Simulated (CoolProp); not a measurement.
A single-stage vapour-compression cycle with isobutene: evaporating at 228.15 K (dew point), condensing at 254.15 K (bubble point), superheat 0 K, subcooling 8 K, compressor efficiency 0.9, no pressure losses. Each further row changes one setting.

The numbers come from the reference Helmholtz-energy equation of state, Lemmon 2005 in CoolProp. It is a short technical equation, of lower accuracy than the large ones.

```tsv
case	cooling COP	pressure ratio	discharge temperature (K)	refrigerating effect (kJ/kg)	volumetric capacity (kJ/m³)
as stated	7.62	3.61	266.4	387	199
evaporating temperature 233.15 K	9.79	2.75	263.4	394	260
condensing temperature 249.15 K	9.58	2.89	259.6	398	204
subcooling 13 K	7.83	3.61	266.4	398	204
superheat 10 K	7.55	3.61	276.8	401	197
compressor efficiency 0.8	6.77	3.61	270.6	387	199
```
